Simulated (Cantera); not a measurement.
A closed system holds: 1 mol Al, 8.1 mol NH₃, 5.7 mol H₂, at 0.100 bar.

Equilibrium computed with Cantera from the NASA thermochemical tables; the gas is ideal and each condensed phase is pure. Candidate condensed phases: Al, AlN; 13 gas species. The numbers say what is thermodynamically allowed, not how fast it happens.

Problem. At 998 K, list the 3 most abundant gas species with their mole fractions, and the condensed phases.

Solution. H₂ 0.834, N₂ 0.166, NH₃ 1.83e-5. Condensed: AlN(s).
